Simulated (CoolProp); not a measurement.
Model: reference Helmholtz-energy equation of state, de Reuck 1993, in CoolProp.

For methanol, give the phase and the cp (kJ/(kg K)), speed of sound (m/s) at 507.1 K and 0.114 MPa; 532.2 K and 0.114 MPa; 569.8 K and 0.114 MPa.


- 507.1 K and 0.114 MPa: gas; cp 1.90, speed of sound 389
- 532.2 K and 0.114 MPa: gas; cp 1.96, speed of sound 398
- 569.8 K and 0.114 MPa: gas; cp 2.04, speed of sound 411
